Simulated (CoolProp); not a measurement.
Tetradecamethylhexasiloxane (MD4M) along the isobar 5.18 bar: Z from the reference equation and from simpler models built on Tc = 653.2 K, pc = 8.286 bar, ω = 0.800; each cubic takes its own stable root.

Model: reference Helmholtz-energy equation of state, Thol 2019, in CoolProp.

```json
[
 {"T (K)": "235.8", "phase": "liquid", "reference": "0.1279", "van der Waals": "0.2454", "Redlich-Kwong": "0.1651", "Soave-Redlich-Kwong": "0.1588"},
 {"T (K)": "256.3", "phase": "liquid", "reference": "0.1203", "van der Waals": "0.2288", "Redlich-Kwong": "0.1540", "Soave-Redlich-Kwong": "0.1473"},
 {"T (K)": "276.7", "phase": "liquid", "reference": "0.1138", "van der Waals": "0.2150", "Redlich-Kwong": "0.1448", "Soave-Redlich-Kwong": "0.1378"},
 {"T (K)": "297.2", "phase": "liquid", "reference": "0.1083", "van der Waals": "0.2031", "Redlich-Kwong": "0.1371", "Soave-Redlich-Kwong": "0.1296"},
 {"T (K)": "317.6", "phase": "liquid", "reference": "0.1037", "van der Waals": "0.1931", "Redlich-Kwong": "0.1305", "Soave-Redlich-Kwong": "0.1227"},
 {"T (K)": "338.1", "phase": "liquid", "reference": "0.09964", "van der Waals": "0.1843", "Redlich-Kwong": "0.1249", "Soave-Redlich-Kwong": "0.1167"},
 {"T (K)": "358.6", "phase": "liquid", "reference": "0.09620", "van der Waals": "0.1769", "Redlich-Kwong": "0.1202", "Soave-Redlich-Kwong": "0.1116"},
 {"T (K)": "379", "phase": "liquid", "reference": "0.09326", "van der Waals": "0.1704", "Redlich-Kwong": "0.1162", "Soave-Redlich-Kwong": "0.1072"},
 {"T (K)": "399.5", "phase": "liquid", "reference": "0.09075", "van der Waals": "0.1649", "Redlich-Kwong": "0.1128", "Soave-Redlich-Kwong": "0.1035"},
 {"T (K)": "419.9", "phase": "liquid", "reference": "0.08864", "van der Waals": "0.1602", "Redlich-Kwong": "0.1101", "Soave-Redlich-Kwong": "0.1004"},
 {"T (K)": "440.4", "phase": "liquid", "reference": "0.08690", "van der Waals": "0.1563", "Redlich-Kwong": "0.1079", "Soave-Redlich-Kwong": "0.09781"},
 {"T (K)": "460.9", "phase": "liquid", "reference": "0.08552", "van der Waals": "0.1532", "Redlich-Kwong": "0.1063", "Soave-Redlich-Kwong": "0.09578"},
 {"T (K)": "481.3", "phase": "liquid", "reference": "0.08449", "van der Waals": "0.1507", "Redlich-Kwong": "0.1053", "Soave-Redlich-Kwong": "0.09431"},
 {"T (K)": "501.8", "phase": "liquid", "reference": "0.08383", "van der Waals": "0.1491", "Redlich-Kwong": "0.1049", "Soave-Redlich-Kwong": "0.09342"}
]
```
